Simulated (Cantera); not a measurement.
Charge: 1 mol SiH4, 0.15 mol O3, 15 mol H2, equilibrated at 47.0 Pa.

Method: chemical equilibrium by Gibbs-energy minimisation in Cantera with the NASA 1993 tables (ideal gas, pure condensed phases). Candidate condensed phases: H2O, Si, SiO2; 18 gas species. Gases not in the tables: Si2H6 and higher silanes. Rates play no part.

Question: At 1400 °C, list the 4 most abundant gas species with their mole fractions, and the condensed phases.

Answer: H2 0.968, SiO 0.0257, H 0.00517, Si 0.000889. Condensed: Si(s).
